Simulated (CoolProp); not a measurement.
Vapour-liquid equilibrium of methanol (1) + ethanol (2) at 3020 kPa; x and y are mole fractions of (1).

Computed with CoolProp (multi-fluid Helmholtz-energy mixture model, de Reuck 1993 and Schroeder 2014; pair parameters Bell 2016).

```
x     bubble temperature (K)  y at the bubble point  dew temperature at overall composition x (K)  liquid density (mol/L)
----  ----------------------  ---------------------  --------------------------------------------  ----------------------
0.05                   473.0                  0.060                                         473.1                   12.24
0.2                    470.6                  0.231                                         471.0                   12.97
0.35                   468.3                  0.392                                         468.9                   13.76
0.5                    466.1                  0.546                                         466.8                   14.63
0.65                   463.9                  0.692                                         464.5                   15.58
0.8                    461.6                  0.831                                         462.1                   16.64
0.95                   459.2                  0.960                                         459.4                   17.80
```

No azeotrope shows between x = 0.05 and 0.95.

Pair parameters are fitted to limited data, so mixtures are less certain than the pure fluids.
